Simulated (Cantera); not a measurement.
Equilibrium for thermal oxidation and active oxidation of silicon: Si + N₂O + H₂

Feed: 1 mol Si, 0.78 mol N₂O, 4.9 mol H₂, equilibrated at 1330 Pa.

Method: chemical equilibrium by Gibbs-energy minimisation in Cantera with the NASA 1993 tables (ideal gas, pure condensed phases). Candidate condensed phases: H₂O, Si, SiO₂, Si₂N₂O, Si₃N₄; 35 gas species. Mutual solubility and eutectic melting of coexisting phases are not modelled. The tables' values for SiN are old estimates; treat these amounts as uncertain. The tables hold silica as quartz up to 1696 K and as liquid above; real silica turns to tridymite and cristobalite and melts near 1996 K. Gases not in the tables: Si₂H₆ and higher silanes. The numbers say what is thermodynamically allowed, not how fast it happens.

```csv
T (°C),log p H₂,log p SiO,log p N₂,log p H,log p Si,n SiO₂(β-quartz),n Si₂N₂O(s),n Si(l)
875,-1.91,-10.03,-3.03,-8.10,<-13,0.187,0.407,0
1025,-1.91,-7.37,-3.03,-6.92,<-13,0.187,0.407,0
1175,-1.91,-5.27,-3.02,-5.99,-11.65,0.186,0.406,0
1325,-1.92,-3.58,-3.00,-5.23,-9.08,0.151,0.372,0
1475,-1.97,-2.91,-2.91,-4.62,-6.31,0,0.220,0
1625,-2.00,-2.79,-2.79,-4.11,-4.91,0,0,0.213
1775,-2.01,-2.80,-2.80,-3.65,-4.12,0,0,0.178
```
log p: log10 of the partial pressure in bar; n: condensed amount in mol.

From 875 °C to 1325 °C the condensed part is SiO₂(β-quartz) + Si₂N₂O(s). At 1475 °C the condensed part is Si₂N₂O(s). From 1625 °C to 1775 °C the condensed part is Si(l).
